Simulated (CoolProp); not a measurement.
Aqueous lithium chloride as a coolant, 22 % by mass, freezing at -53.6 °C, 1 atm.

Computed with CoolProp (Melinder's fits for secondary coolants).

```
T (°C)  Prandtl number  density (kg/m³)  viscosity (mPa s)  conductivity (W/(m K))
------  --------------  ---------------  -----------------  ----------------------
-13.1             36.8             1136               6.21                     ___
-8.7              31.1             1135               5.26                   0.509
-4.3              26.6              ___               4.51                   0.515
0                 23.1             1133               3.92                   0.521
4.4               20.2             1132               3.43                   0.527
8.8               17.8             1131               3.03                     ___
13.1              15.9             1130               2.71                   0.539
17.5               ___             1129               2.44                   0.545
21.9              12.9             1127               2.21                   0.551
26.3              11.8              ___               2.02                   0.556
30.6              10.8             1124                ___                   0.562
```

What belongs in the gaps?


- -13.1, conductivity (W/(m K)): 0.503
- -4.3, density (kg/m³): 1134
- 8.8, conductivity (W/(m K)): 0.533
- 17.5, Prandtl number: 14.3
- 26.3, density (kg/m³): 1126
- 30.6, viscosity (mPa s): 1.86
